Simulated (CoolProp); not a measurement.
Model: reference Helmholtz-energy equation of state, Colonna 2008, in CoolProp. It is a short technical equation, of lower accuracy than the large ones.

Q: Give the vapour pressure (bar), liquid density (kg/m³), vapour density (kg/m³), enthalpy of vaporisation (kJ/kg) of saturated dodecamethylcyclohexasiloxane (D6) at 389.9, 414.3, 512 K.

A: 
```
T (K)  p (bar)  liquid density (kg/m³)  vapour density (kg/m³)  enthalpy of vaporisation (kJ/kg)
-----  -------  ----------------------  ----------------------  --------------------------------
389.9   0.0161                     866                   0.221                               133
414.3   0.0462                     838                   0.602                               127
512      0.883                     714                    10.1                               101
```
